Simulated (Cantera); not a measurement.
A closed system holds: 1 mol C₂H₅OH, 0.14 mol O₂, 0.81 mol N₂, 2.1 mol H₂, at 1077 °C and 1 atm.

Method: chemical equilibrium by Gibbs-energy minimisation in Cantera with the NASA 1993 tables (ideal gas, pure condensed phases). Candidate condensed phases: C, C₆H₆, C₇H₈, C₈H₁₈, H₂O; 136 gas species. Kinetics and transport are ignored.

Base state: H₂ 0.705, CO 0.178, N₂ 0.113, CH₄ 0.00291, H₂O 0.000728, CO₂ 9.34e-5, HCN 9.20e-5, NH₃ 2.06e-5 (mole fractions); condensed: C(graphite).

### Question
What changes in the equilibrium state with this change: N₂ from 0.81 to 44 mol?

### Answer
```json
[
 {"species": "N₂", "before": "0.113", "after": "0.873"},
 {"species": "H₂", "before": "0.705", "after": "0.101"},
 {"species": "CO", "before": "0.178", "after": "0.0254"},
 {"species": "CO₂", "before": "9.34e-5", "after": "1.90e-6"},
 {"species": "H₂O", "before": "0.000728", "after": "1.49e-5"},
 {"species": "CH₄", "before": "0.00291", "after": "5.96e-5"},
 {"species": "NH₃", "before": "2.06e-5", "after": "3.11e-6"},
 {"species": "HCN", "before": "9.20e-5", "after": "9.68e-5"},
 {"species": "C(graphite), mol", "before": "0.704", "after": "0.713"}
]
```

### Question
What changes in the equilibrium state with this change: temperature from 1077 °C to 2650 °C?

### Answer
| species | before | after |
|---|---|---|
| H₂ | 0.705 | 0.582 |
| CO | 0.178 | 0.170 |
| H | 1.99e-6 | 0.0939 |
| HCN | 9.20e-5 | 0.0359 |
| C₂H₂ (acetylene) | 8.74e-7 | 0.0244 |
| N₂ | 0.113 | 0.0858 |
| C₂H | <1e-9 | 0.000604 |
| CN | <1e-9 | 0.000555 |
| C₄H₂ | <1e-9 | 0.000427 |
| C(graphite), mol | 0.704 | 0 |
